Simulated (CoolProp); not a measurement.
A single-stage vapour-compression cycle with isobutene: evaporating at 304.15 K (dew point), condensing at 344.15 K (bubble point), superheat 2 K, subcooling 5 K, compressor efficiency 0.9, no pressure losses. Each further row changes one setting.

Values from CoolProp's reference Helmholtz-energy equation of state, Lemmon 2005. It is a short technical equation, of lower accuracy than the large ones.

```csv
case,cooling COP,pressure ratio,discharge temperature (K),refrigerating effect (kJ/kg),volumetric capacity (kJ/m³)
as stated,5.77,2.76,344.8,267,2380
evaporating temperature 309.15 K,6.86,?,344.8,274,2790
condensing temperature 339.15 K,6.80,2.47,340.1,280,2500
subcooling 10 K,6.05,2.76,344.8,280,2500
superheat 12 K,?,2.76,354.3,285,?
compressor efficiency 0.8,5.13,2.76,347.5,267,2380
```

Problem. What belongs in the gaps?

Solution. 
- evaporating temperature 309.15 K, pressure ratio: 2.40
- superheat 12 K, cooling COP: 5.86
- superheat 12 K, volumetric capacity (kJ/m³): 2430
